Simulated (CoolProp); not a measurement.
Properties of cis-2-butene at several states.

The numbers come from the reference Helmholtz-energy equation of state, Lemmon 2005 in CoolProp. It is a short technical equation, of lower accuracy than the large ones.

```csv
T (K),p (MPa),phase,density (kg/m³),expansivity (1/kK)
313.5,4.23,liquid,…,…
189.8,5.8,liquid,735.8,…
458.8,0.244,gas,3.651,2.306
```

Problem. What belongs in the gaps?

Solution. 
- 313.5, density (kg/m³): 603.6
- 313.5, expansivity (1/kK): 1.969
- 189.8, expansivity (1/kK): 1.366
